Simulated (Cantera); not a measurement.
Input: 1 mol AlN, 0.58 mol Cl₂, 6.5 mol H₂, equilibrated at 1373.15 K and 1.00 bar.

Method: chemical equilibrium by Gibbs-energy minimisation in Cantera with the NASA 1993 tables (ideal gas, pure condensed phases). The tables' values for AlCl₂ are old estimates; treat these amounts as uncertain. The numbers say what is thermodynamically allowed, not how fast it happens.

```csv
species,before,after
H₂,0.888,0.884
HCl,0.0607,0.0728
AlCl₃,0.0342,0.0260
N₂,0.0172,0.0151
AlCl₂,0.000254,<1e-9
AlCl,2.47e-5,<1e-9
Al₂Cl₆,2.96e-6,0.00225
NH₃,1.03e-5,0.000305
"AlN(s), mol",0.756,0.785
```
Gas species are given as mole fractions.

Question: Which change was made?
A) temperature from 1373.15 K to 1698 K
B) temperature from 1373.15 K to 800 K
C) H₂ from 6.5 to 0.88 mol
D) temperature from 1373.15 K to 1800 K

Answer: B, temperature from 1373.15 K to 800 K
